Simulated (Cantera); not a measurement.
Hydrogen reduction and annealing atmospheres: V2O3 + H2 + H2O

Charge: 1 mol V2O3, 16 mol H2, 0.2 mol H2O, at 0.100 bar.

These are equilibrium values from Cantera (NASA tables, ideal gas, pure condensed phases), not measurements of a reactor. Candidate condensed phases: H2O, V, VO, V2O3, V2O4, V2O5; 12 gas species. Mutual solubility and eutectic melting of coexisting phases are not modelled. VO: taken at fixed stoichiometry. Condensed phases not in the tables: the oxides between V2O3 and V2O5 other than VO2. Rates play no part.

From 727 °C to 1427 °C the condensed part is V2O3(s). From 1527 °C to 1727 °C the condensed part is VO(s) + V2O3(s). From 1827 °C to 1927 °C the condensed part is VO(l) + V2O3(s).

```json
[
 {"T (°C)": "727", "x H2": "0.988", "x H2O": "0.0123", "x H": "7.13e-9", "x VO2": "<1e-12", "n V2O3(s)": "1.00", "n VO(s)": "0", "n VO(l)": "0"},
 {"T (°C)": "827", "x H2": "0.988", "x H2O": "0.0123", "x H": "8.13e-8", "x VO2": "<1e-12", "n V2O3(s)": "1.00", "n VO(s)": "0", "n VO(l)": "0"},
 {"T (°C)": "927", "x H2": "0.988", "x H2O": "0.0123", "x H": "6.20e-7", "x VO2": "<1e-12", "n V2O3(s)": "1.00", "n VO(s)": "0", "n VO(l)": "0"},
 {"T (°C)": "1027", "x H2": "0.988", "x H2O": "0.0123", "x H": "3.48e-6", "x VO2": "1.96e-11", "n V2O3(s)": "1.00", "n VO(s)": "0", "n VO(l)": "0"},
 {"T (°C)": "1127", "x H2": "0.988", "x H2O": "0.0123", "x H": "1.53e-5", "x VO2": "4.66e-10", "n V2O3(s)": "1.00", "n VO(s)": "0", "n VO(l)": "0"},
 {"T (°C)": "1227", "x H2": "0.988", "x H2O": "0.0123", "x H": "5.53e-5", "x VO2": "7.15e-9", "n V2O3(s)": "1.00", "n VO(s)": "0", "n VO(l)": "0"},
 {"T (°C)": "1327", "x H2": "0.987", "x H2O": "0.0123", "x H": "0.000171", "x VO2": "7.70e-8", "n V2O3(s)": "1.000", "n VO(s)": "0", "n VO(l)": "0"},
 {"T (°C)": "1427", "x H2": "0.987", "x H2O": "0.0123", "x H": "0.000463", "x VO2": "6.18e-7", "n V2O3(s)": "1.000", "n VO(s)": "0", "n VO(l)": "0"},
 {"T (°C)": "1527", "x H2": "0.984", "x H2O": "0.0144", "x H": "0.00112", "x VO2": "4.21e-6", "n V2O3(s)": "0.966", "n VO(s)": "0.0670", "n VO(l)": "0"},
 {"T (°C)": "1627", "x H2": "0.977", "x H2O": "0.0206", "x H": "0.00248", "x VO2": "2.59e-5", "n V2O3(s)": "0.866", "n VO(s)": "0.268", "n VO(l)": "0"},
 {"T (°C)": "1727", "x H2": "0.967", "x H2O": "0.0283", "x H": "0.00506", "x VO2": "0.000132", "n V2O3(s)": "0.738", "n VO(s)": "0.521", "n VO(l)": "0"},
 {"T (°C)": "1827", "x H2": "0.948", "x H2O": "0.0417", "x H": "0.00959", "x VO2": "0.000600", "n V2O3(s)": "0.510", "n VO(s)": "0", "n VO(l)": "0.969"},
 {"T (°C)": "1927", "x H2": "0.911", "x H2O": "0.0692", "x H": "0.0170", "x VO2": "0.00257", "n V2O3(s)": "0.0208", "n VO(s)": "0", "n VO(l)": "1.91"}
]
```
x: gas mole fraction; n: condensed amount in mol.
